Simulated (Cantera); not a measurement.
Feed: 1 mol SiHCl₃, 8.4 mol N₂, 0.21 mol NH₃, held at 203 Torr.

Cantera equilibrium calculation (NASA polynomials, part measured and part estimated; ideal gas, pure solids and liquids). Candidate condensed phases: NH₄Cl, Si, Si₃N₄; 28 gas species. Kinetics and transport are ignored.

**Question.** Which condensed phases are stable at each of these points (T (K)): 750, 950, 1150, 1350, 1550, 1750, 1950?

**Answer.** 
| T (K) | condensed phases | Si condensed (%) |
|---|---|---|
| 750 | Si₃N₄(s) | 48.1 |
| 950 | Si₃N₄(s) | 51.9 |
| 1150 | Si₃N₄(s) | 54.0 |
| 1350 | Si₃N₄(s) | 54.2 |
| 1550 | Si₃N₄(s) | 44.0 |
| 1750 | Si₃N₄(s) | 10.8 |
| 1950 | gas only | 0.0 |

From 750 K to 1750 K the condensed part is Si₃N₄(s). At 1950 K nothing is condensed.
